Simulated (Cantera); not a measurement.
A closed system holds: 1 mol C, 2.1 mol NH3, 35 mol N2, held at 750 °C and 0.890 bar.

Equilibrium computed with Cantera from the NASA thermochemical tables; the gas is ideal and each condensed phase is pure. Candidate condensed phases: C, C6H6, C7H8, C8H18; 92 gas species. The numbers say what is thermodynamically allowed, not how fast it happens.

Base state: N2 0.920, H2 0.0795, CH4 0.000422 (mole fractions); condensed: C(graphite).

Task: What changes in the equilibrium state with this change: NH3 from 2.1 to 0.023 mol?

Result: 
```tsv
species	before	after
N2	0.920	0.999
H2	0.0795	0.000984
CH4	0.000422	6.46e-8
C(graphite), mol	0.983	1.000
```

Task: What changes in the equilibrium state with this change: NH3 from 2.1 to 0.024 mol?

Result: 
| species | before | after |
|---|---|---|
| N2 | 0.920 | 0.999 |
| H2 | 0.0795 | 0.00103 |
| CH4 | 0.000422 | 7.03e-8 |
| C(graphite), mol | 0.983 | 1.000 |

Task: What changes in the equilibrium state with this change: temperature from 750 °C to 2552 °C?

Result: 
```json
[
 {"species": "N2", "before": "0.920", "after": "0.897"},
 {"species": "H2", "before": "0.0795", "after": "0.0561"},
 {"species": "H", "before": "1.24e-9", "after": "0.0224"},
 {"species": "HCN", "before": "2.02e-6", "after": "0.0195"},
 {"species": "HNC", "before": "3.51e-9", "after": "0.00317"},
 {"species": "C2H2 (acetylene)", "before": "<1e-9", "after": "0.000729"},
 {"species": "C(graphite), mol", "before": "0.983", "after": "0"}
]
```
